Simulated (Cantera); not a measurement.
A perfectly stirred reactor is fed with C₂H₆ : H₂ = 1 : 5.3 (molar parts), at 113 Torr; it is held at 1850 K, and followed from long to short residence time.

Computed with Cantera and GRI-Mech 3.0 (53 species, 325 reactions). GRI-Mech 3.0 stops at C3 and has no aromatics, soot or wall deposition, so with more carbon than oxygen in the feed, carbon stays in small species such as C2H2 where larger ones or solid carbon would form.

**Question.** What does this change do: temperature 1850 to 1525 K?

**Answer.** 
```tsv
quantity	before	after
x(C₂H₆) at τ = 5.80 s	6.07e-7	2.59e-5
x(H₂) at τ = 5.80 s	0.875	0.850
x(CH₄) at τ = 5.80 s	0.00480	0.0474
x(CH₂) at τ = 5.80 s	2.51e-7	5.56e-9
x(C₂H) at τ = 5.80 s	1.93e-6	1.83e-8
x(C₂H₆) at τ = 0.140 s	2.19e-5	0.000431
x(H₂) at τ = 0.140 s	0.863	0.838
x(CH₄) at τ = 0.140 s	0.0242	0.0648
x(CH₂) at τ = 0.140 s	1.41e-6	4.49e-8
x(C₂H) at τ = 0.140 s	2.04e-6	4.16e-8
```
